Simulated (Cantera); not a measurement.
## Reactions in the system H-Nb-O

Standard-state values (1 bar) from the NASA 1993 polynomials, evaluated with Cantera. Values are per mole of reaction as written; species without (g) are pure solids or liquids, kept so even where they would boil at 1 bar.

NbO2(g) + H2(g) ⇌ H2O2(g) + Nb

| T (K) | ΔH° (kJ) | ΔS° (J/K) | ΔG° (kJ) | log10 K | condensed phases |
|---|---|---|---|---|---|
| 2575 | 84.1 | -123.7 | 402.6 | -8.17 | Nb(s) |
| 2600 | 84.7 | -123.5 | 405.7 | -8.15 | Nb(s) |
| 2625 | 85.3 | -123.2 | 408.8 | -8.13 | Nb(s) |
| 2650 | 85.9 | -123.0 | 411.8 | -8.12 | Nb(s) |
| 2675 | 86.5 | -122.8 | 414.9 | -8.10 | Nb(s) |
| 2700 | 87.2 | -122.5 | 418.0 | -8.09 | Nb(s) |
| 2725 | 87.8 | -122.3 | 421.0 | -8.07 | Nb(s) |
| 2750 | 88.5 | -122.0 | 424.1 | -8.06 | Nb(s) |
| 2775 | 115.8 | -112.1 | 426.9 | -8.04 | Nb(l) |
| 2800 | 116.2 | -111.9 | 429.7 | -8.02 | Nb(l) |
| 2825 | 116.7 | -111.8 | 432.5 | -8.00 | Nb(l) |
